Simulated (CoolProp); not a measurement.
Computed with CoolProp (reference Helmholtz-energy equation of state, Tillner-Roth 1997).

**Question.** For CH2F2 (R32), give the phase and the speed of sound (m/s), Prandtl number at 373.3 K and 0.214 MPa.

**Answer.** 
- 373.3 K and 0.214 MPa: gas; speed of sound 266, Prandtl number 0.789

Viscosity comes from a separate model (Bell 2016), an estimate that may be off by 10 % or more. Thermal conductivity comes from a separate model (Huber 2003), an estimate that may be off by 10 % or more.
